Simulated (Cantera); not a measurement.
Cantera run:

```python
import numpy as np
import cantera as ct

gas_names = """
    CL CL2 H HCL H2 Si SiCL SiCL2 SiCL3 SiCL4 SiH SiHCL3 SiH2 SiH2CL2 SiH3 SiH3CL SiH4 Si2 Si3
""".split()
cond_names = """
    Si(cr) Si(L)
""".split()


def load(file, names, dense=False):
    # The tables refer to 1 bar. Condensed volumes are neglected.
    table = {s.name: s for s in ct.Species.list_from_file(file)}
    out = []
    for n in names:
        d = dict(table[n].input_data)
        d["thermo"] = dict(d["thermo"], **{"reference-pressure": 1e5})
        if dense:
            d["equation-of-state"] = {"model": "constant-volume", "density": "1e6 g/cm^3"}
        out.append(ct.Species.from_dict(d))
    return out


gas = ct.Solution(thermo="ideal-gas", species=load("nasa_gas.yaml", gas_names))
cond = {s.name: ct.Solution(thermo="fixed-stoichiometry", species=[s], name=s.name)
        for s in load("nasa_condensed.yaml", cond_names, dense=True)}
atoms = {
    'SiCl4': {'Si': 1, 'CL': 4},
    'H2': {'H': 2},
}
top_T = {}  # K; cautious upper limits of use, not melting points


def equilibrate(T, P, feed):
    n = {}
    for name, mol in feed.items():
        for a, k in atoms[name].items():
            n[a] = n.get(a, 0.0) + k * mol
    gas.TPX = T, P, n
    mass = sum(n.values()) * gas.mean_molecular_weight
    gas.equilibrate("TP")
    valid = [c for c in cond.values() if c.min_temp <= T <= top_T.get(c.name, c.max_temp)]
    mix = ct.Mixture([(gas, mass / gas.mean_molecular_weight)] + [(c, 0.0) for c in valid])
    mix.T, mix.P = T, P
    mix.equilibrate("TP", solver="vcs", rtol=1e-11, max_steps=5000)
    return mix


results = []
feed = {'SiCl4': 1, 'H2': 8.6}  # mol
T = 650  # K
P = 18000  # Pa
mix = equilibrate(T, P, feed)
results.append((T, P, feed, dict(zip(mix.species_names, mix.species_moles))))
x = sorted(zip(gas.X, gas.species_names), reverse=True)
print(f"T = {T:g} K  P = {P:g} Pa  gas = {mix.phase_moles(0):.4g} mol")
print("   x: " + "  ".join(f"{s} {v:.3e}" for v, s in x if v > 1e-05))
print("   condensed (mol): " + ("  ".join(f"{mix.phase(i).name} {mix.phase_moles(i):.4g}"
      for i in range(1, mix.n_phases) if mix.phase_moles(i) > 1e-12) or "none"))
```

Result:

```
T = 650 K  P = 18000 Pa  gas = 9.6 mol
   x: H2 8.931e-01  SiCL4 1.015e-01  HCL 2.717e-03  SiHCL3 2.709e-03
   condensed (mol): none
```

Cantera equilibrium calculation (NASA polynomials, part measured and part estimated; ideal gas, pure solids and liquids).
